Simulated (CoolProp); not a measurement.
Vapour-liquid equilibrium of ethane (1) + hydrogen chloride (2) at 0.259 MPa; x and y are mole fractions of (1).

The numbers come from the multi-fluid Helmholtz-energy mixture model, Bücker 2006 and Thol 2018; pair parameters Bell 2016 in CoolProp.

```tsv
x	bubble temperature (K)	y at the bubble point	dew temperature at overall composition x (K)	liquid density (mol/L)
0.05	202.9	0.188	205.6	30.25
0.125	199.9	0.334	204.1	28.75
0.2	198.4	0.407	202.6	27.30
0.275	197.7	0.449	201.1	25.95
0.35	197.3	0.476	199.5	24.70
0.425	197.1	0.497	198.1	23.56
0.5	197.0	0.517	197.1	22.52
0.575	197.0	0.540	197.2	21.57
0.65	197.2	0.568	198.1	20.70
0.725	197.6	0.607	199.3	19.89
0.8	198.3	0.661	200.5	19.14
0.875	199.6	0.742	201.8	18.42
0.95	201.7	0.870	203.1	17.72
```

y crosses x between x = 0.5 and 0.575: the model has an azeotrope there.

Pair parameters are fitted to limited data, so mixtures are less certain than the pure fluids.
